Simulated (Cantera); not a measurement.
Input: 1 mol c-C4F8, 0.046 mol CH4, 0.46 mol H2, held at 2148.15 K and 1.60 Pa.

These are equilibrium values from Cantera (NASA tables, ideal gas, pure condensed phases), not measurements of a reactor. The feed counts by its element totals alone. Kinetics and transport are ignored.

| species | before | after |
|---|---|---|
| CF4 | 6.19e-6 | 0.610 |
| HF | 0.141 | 0.390 |
| CF2 | 0.0217 | 1.76e-8 |
| F | 0.830 | 2.92e-9 |
| CF | 0.00759 | <1e-9 |
| H | 0.000133 | <1e-9 |
| C3 | 5.15e-5 | <1e-9 |
| C | 3.71e-5 | <1e-9 |
| CF3 | 1.44e-5 | 8.72e-9 |
| C(graphite), mol | 3.82 | 2.32 |
Gas species are given as mole fractions.

### Question
Which change was made?
(A) pressure from 1.60 Pa to 0.100 bar
(B) temperature from 2148.15 K to 950 K
(C) H2 from 0.46 to 0.066 mol
(D) pressure from 1.60 Pa to 1.10 mbar

### Answer
B, temperature from 2148.15 K to 950 K. Gases not in the tables: C2F6 and larger saturated fluorocarbons
